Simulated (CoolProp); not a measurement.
Properties of n-hexane along the isotherm 514.6 K (Tc = 507.8 K, pc = 30.44 bar, ω = 0.300).

The numbers come from the reference Helmholtz-energy equation of state, Thol 2019 in CoolProp.

```csv
p (bar),phase,cv (kJ/(kg K)),speed of sound (m/s),isothermal compressibility (1/MPa),Prandtl number,fugacity coefficient
0.0481,gas,2.497,227.0,208.0,0.744,0.9995
0.0912,gas,2.497,226.9,109.8,0.744,0.9990
0.173,gas,2.497,226.7,57.91,0.744,0.9981
0.328,gas,2.497,226.3,30.60,0.745,0.9964
0.622,gas,2.498,225.7,16.19,0.746,0.9932
1.18,gas,2.500,224.4,8.588,0.749,0.9871
2.23,gas,2.504,221.9,4.601,0.754,0.9756
4.24,gas,2.511,217.1,2.481,0.769,0.9538
8.03,gas,2.526,207.3,1.383,0.813,0.9132
15.2,gas,2.561,186.2,0.8386,0.930,0.8374
```

Viscosity comes from a separate model (Michailidou 2013). Thermal conductivity comes from a separate model (Assael 2013).
